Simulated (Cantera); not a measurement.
**SiH4 + NH3 + N2 (silicon nitride deposition)**

Charge: 1 mol SiH4, 1.2 mol NH3, 2 mol N2, held at 1650 K.

These are equilibrium values from Cantera (NASA tables, ideal gas, pure condensed phases), not measurements of a reactor. Candidate condensed phases: Si, Si3N4; 18 gas species. The tables' values for SiN are old estimates; treat these amounts as uncertain. Kinetics and transport are ignored.

| P (Pa) | x H2 | x N2 | x H | x Si | n Si(s) | n Si3N4(s) |
|---|---|---|---|---|---|---|
| 5 | 0.583 | 0.402 | 0.00981 | 0.00536 | 0.964 | 0 |
| 26 | 0.590 | 0.405 | 0.00433 | 0.00103 | 0.993 | 0 |
| 140 | 0.592 | 0.406 | 0.00187 | 0.000191 | 0.999 | 0 |
| 710 | 0.662 | 0.337 | 0.000877 | 1.65e-5 | 0 | 0.333 |
| 3700 | 0.662 | 0.337 | 0.000384 | 1.05e-6 | 0 | 0.333 |
| 19000 | 0.663 | 0.337 | 0.000170 | 6.87e-8 | 0 | 0.333 |
| 100000 | 0.663 | 0.337 | 7.40e-5 | 4.32e-9 | 0 | 0.333 |
x: gas mole fraction; n: condensed amount in mol.

From 0.0375 Torr to 1.05 Torr the condensed part is Si(s). From 5.33 Torr to 750 Torr the condensed part is Si3N4(s). The main Si-bearing gas is Si at 0.0375 Torr and SiH2 at 750 Torr.
